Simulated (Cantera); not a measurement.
A closed system holds: 1 mol SiH2Cl2, 0.98 mol C2H2, 56 mol H2, equilibrated at 1.00 bar.

These are equilibrium values from Cantera (NASA tables, ideal gas, pure condensed phases), not measurements of a reactor. Candidate condensed phases: C, C6H6, C7H8, C8H18, Si, SiC; 109 gas species. The numbers say what is thermodynamically allowed, not how fast it happens. All values below are at 1750 K.

Base state: H2 0.965, HCl 0.0338, CH4 0.000850, H 0.000228, C2H2 (acetylene) 0.000111, SiCl2 7.47e-5 (mole fractions); condensed: C(graphite) + SiC(s).

Q: What changes in the equilibrium state with this change: H2 from 56 to 5.2 mol?

A: 
```json
[
 {"species": "H2", "before": "0.965", "after": "0.761"},
 {"species": "HCl", "before": "0.0338", "after": "0.232"},
 {"species": "SiCl2", "before": "7.47e-5", "after": "0.00447"},
 {"species": "SiCl4", "before": "6.29e-8", "after": "0.000225"},
 {"species": "SiCl3", "before": "1.63e-6", "after": "0.000753"},
 {"species": "SiHCl3", "before": "3.97e-7", "after": "0.000164"},
 {"species": "SiH2Cl2", "before": "4.47e-7", "after": "2.11e-5"},
 {"species": "Cl", "before": "6.17e-6", "after": "4.77e-5"},
 {"species": "C(graphite), mol", "before": "0.901", "after": "1.00"},
 {"species": "SiC(s), mol", "before": "0.995", "after": "0.954"}
]
```
The tables' values for SiCl3 are old estimates; treat these amounts as uncertain.
